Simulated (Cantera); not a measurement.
Charge: 1 mol Si, 13 mol HBr, 40 mol H₂, at 2.30 mbar.

Method: chemical equilibrium by Gibbs-energy minimisation in Cantera with the NASA 1993 tables (ideal gas, pure condensed phases). Candidate condensed phases: Br₂, Si; 19 gas species. The tables' values for SiBr₃ are old estimates; treat these amounts as uncertain. Rates play no part. All values below are at 1225 K.

Base state: H₂ 0.777, HBr 0.204, SiBr₂ 0.0166, SiBr₄ 0.00155, SiBr₃ 0.000655, Br 0.000538, SiHBr₃ 0.000111 (mole fractions); condensed: gas only.

**Question.** What changes in the equilibrium state with this change: H₂ from 40 to 0.25 mol?

**Answer.** 
| species | before | after |
|---|---|---|
| HBr | 0.204 | 0.746 |
| H₂ | 0.777 | 0.170 |
| SiBr₄ | 0.00155 | 0.0652 |
| SiBr₂ | 0.0166 | 0.0114 |
| Br₂ | 2.63e-7 | 1.62e-5 |
| Br | 0.000538 | 0.00422 |
| SiBr₃ | 0.000655 | 0.00352 |
| SiHBr₃ | 0.000111 | 0.000279 |
